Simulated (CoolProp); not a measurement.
The fluid at 298.15 K and 7.13 MPa is compressed adiabatically to 29.2 MPa with isentropic efficiency 0.9. The same conditions are run with several fluids, on thermodynamics alone (safety and materials aside).

Computed with CoolProp (reference Helmholtz-energy equation of state of each fluid (C2F6 (R116): Lemmon 2006; normal hydrogen: Leachman 2009; dry air: Lemmon 2000; methane: Setzmann 1991)). Blends and air are pseudo-pure fits.

```json
[
 {"fluid": "C2F6 (R116)", "work (kJ/kg)": "…", "final temperature (K)": "…", "final density (kg/m³)": "…"},
 {"fluid": "normal hydrogen", "work (kJ/kg)": "2570", "final temperature (K)": "…", "final density (kg/m³)": "13.6"},
 {"fluid": "dry air", "work (kJ/kg)": "…", "final temperature (K)": "…", "final density (kg/m³)": "…"},
 {"fluid": "methane", "work (kJ/kg)": "272", "final temperature (K)": "…", "final density (kg/m³)": "128"}
]
```

Question: Fill in the missing entries.

Answer: 
- C2F6 (R116), work (kJ/kg): 20.2
- C2F6 (R116), final temperature (K): 319.6
- C2F6 (R116), final density (kg/m³): 1300
- normal hydrogen, final temperature (K): 463.2
- dry air, work (kJ/kg): 175
- dry air, final temperature (K): 465.1
- dry air, final density (kg/m³): 192
- methane, final temperature (K): 425.2
